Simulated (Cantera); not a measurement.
Feed: 1 mol Al(CH3)3, 0.3 mol O2, 710 mol N2, equilibrated at 4.60 mbar.

Cantera equilibrium calculation (NASA polynomials, part measured and part estimated; ideal gas, pure solids and liquids). Candidate condensed phases: Al, AlN, Al2O3, C, C6H6, C7H8, C8H18, H2O; 148 gas species. The feed counts by its element totals alone. Mutual solubility and eutectic melting of coexisting phases are not modelled. The numbers say what is thermodynamically allowed, not how fast it happens.

Question: Which condensed phases are stable at each of these points (T (K)): 850, 925, 1000, 1075, 1150, 1225, 1300, 1375, 1450?

Answer: 
```tsv
T (K)	condensed phases	Al condensed (%)
850	AlN(s) + Al2O3(s) + C(graphite)	100.0
925	AlN(s) + Al2O3(s) + C(graphite)	100.0
1000	AlN(s) + Al2O3(s) + C(graphite)	100.0
1075	AlN(s) + Al2O3(s) + C(graphite)	100.0
1150	AlN(s) + C(graphite)	100.0
1225	AlN(s) + C(graphite)	100.0
1300	AlN(s) + C(graphite)	100.0
1375	AlN(s) + C(graphite)	100.0
1450	AlN(s) + C(graphite)	100.0
```

From 850 K to 1075 K the condensed part is AlN(s) + Al2O3(s) + C(graphite). From 1150 K to 1450 K the condensed part is AlN(s) + C(graphite).
